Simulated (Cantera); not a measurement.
Cantera run, input and output.

```python
import numpy as np
import cantera as ct

gas = ct.Solution("gri30.yaml")
gas.TPX = 1850, 101325, {'CH4': 1, 'CO2': 0.79}
reactor = ct.IdealGasConstPressureReactor(gas, energy="off", clone=False)
net = ct.ReactorNet([reactor])
net.rtol, net.atol = 1e-08, 1e-18
show = ['CH4', 'CO2', 'CH2CO', 'H', 'O2', 'CH3', 'O']
times = np.geomspace(0.0007, 1, 11)

steps = ct.SolutionArray(gas, extra=["t"])
rows = []
print(f"{'t/s':>10s}{'T/K':>9s}{'P/Pa':>11s}" + "".join(f"{s:>11s}" for s in show))
for t in times:
    while net.time < t:
        t_next = net.step()
        steps.append(gas.state, t=t_next)
    rows.append([np.interp(t, steps.t, y) for y in (steps.T, steps.P, *steps(*show).X.T)])
    print(f"{t:10.3e}{rows[-1][0]:9.1f}{rows[-1][1]:11.4g}" + "".join(f"{x:11.3e}" for x in rows[-1][2:]))
rate = np.gradient(steps.T, steps.t)
print("integrator steps:", len(steps.t))
if steps.T.max() > steps.T[0] + 200:
    print(f"time of steepest temperature rise: {steps.t[rate.argmax()]:.4e} s")
gas.TPX = 1850, 101325, {'CH4': 1, 'CO2': 0.79}
gas.equilibrate("TP")
print(f"equilibrium (TP): T = {gas.T:.1f} K  " + "  ".join(f"{s} {gas[s].X[0]:.3e}" for s in show))
```

Result:

```
       t/s      T/K       P/Pa        CH4        CO2      CH2CO          H         O2        CH3          O
 7.000e-04   1850.0  1.013e+05  2.509e-01  3.274e-01  2.355e-05  1.842e-04  8.354e-11  3.361e-03  8.027e-10
 1.447e-03   1850.0  1.013e+05  1.597e-01  2.594e-01  4.931e-05  2.258e-04  1.918e-10  2.233e-03  1.034e-09
 2.993e-03   1850.0  1.013e+05  8.716e-02  1.715e-01  8.711e-05  2.580e-04  3.801e-10  1.365e-03  1.488e-09
 6.188e-03   1850.0  1.013e+05  4.145e-02  8.596e-02  1.253e-04  2.887e-04  6.440e-10  7.668e-04  2.173e-09
 1.280e-02   1850.0  1.013e+05  2.326e-02  4.576e-02  1.197e-04  3.237e-04  6.919e-10  4.691e-04  2.546e-09
 2.646e-02   1850.0  1.013e+05  1.847e-02  3.467e-02  8.023e-05  3.420e-04  4.392e-10  3.533e-04  2.213e-09
 5.471e-02   1850.0  1.013e+05  1.515e-02  2.517e-02  4.476e-05  3.551e-04  2.222e-10  2.681e-04  1.726e-09
 1.131e-01   1850.0  1.013e+05  1.144e-02  1.612e-02  2.133e-05  3.677e-04  9.146e-11  1.895e-04  1.223e-09
 2.339e-01   1850.0  1.013e+05  7.941e-03  8.812e-03  8.793e-06  3.783e-04  2.836e-11  1.252e-04  7.458e-10
 4.836e-01   1850.0  1.013e+05  5.194e-03  3.819e-03  3.194e-06  3.856e-04  5.577e-12  7.931e-05  3.544e-10
 1.000e+00   1850.0  1.013e+05  3.437e-03  1.086e-03  1.075e-06  3.896e-04  4.658e-13  5.158e-05  1.066e-10
integrator steps: 1762
equilibrium (TP): T = 1850.0 K  CH4 2.597e-03  CO2 7.695e-07  CH2CO 3.989e-07  H 3.911e-04  O2 3.498e-19  CH3 3.870e-05  O 1.140e-13
```

Computed with Cantera and GRI-Mech 3.0 (53 species, 325 reactions).
